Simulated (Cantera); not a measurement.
Charge: 1 mol BN, 2.9 mol O2, held at 625 °C and 1.00 bar.

These are equilibrium values from Cantera (NASA tables, ideal gas, pure condensed phases), not measurements of a reactor. Candidate condensed phases: B, BN, B2O3; 17 gas species. Rates play no part.

Base state: O2 0.811, N2 0.189 (mole fractions); condensed: B2O3(l).

Problem. What changes in the equilibrium state with this change: BN replaced by AlN?

Solution. 
```csv
species,before,after
O2,0.811,0.811
N2,0.189,0.189
"B2O3(l), mol",0.500,0
"Al2O3(s), mol",0,0.500
```
Further candidate phases: Al, AlN, Al2O3.

Problem. What changes in the equilibrium state with this change: temperature from 625 °C to 1275 °C?

Solution. 
```tsv
species	before	after
O2	0.811	0.811
N2	0.189	0.188
NO	8.63e-6	0.00147
B2O3	<1e-9	5.62e-5
BO2	<1e-9	2.35e-5
NO2	2.02e-6	1.35e-5
B2O3(l), mol	0.500	0.500
```
